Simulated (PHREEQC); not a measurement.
# Silver or lead bath (model solution)

Make-up at 25 °C: 0.00044 mol/kgw PbCl2 and 0.21 mol/kgw HBF4. Closed to the air; pH follows from the charge balance.

All values are PHREEQC results (ion-association model, wateq4f.dat), not measurements.

Precipitation was switched off in this run.

### Question
What pH, activity of water does the model give?

### Answer
pH 0.79; activity of water 0.993.

### Question
In which forms is F present?

### Answer
BF4- 96 %, HF 2.2 %, BF3OH- 1.4 % of the F.

Complexes and solids missing from the database can't appear. Real BF4- forms and hydrolyses slowly; the run takes it at equilibrium.
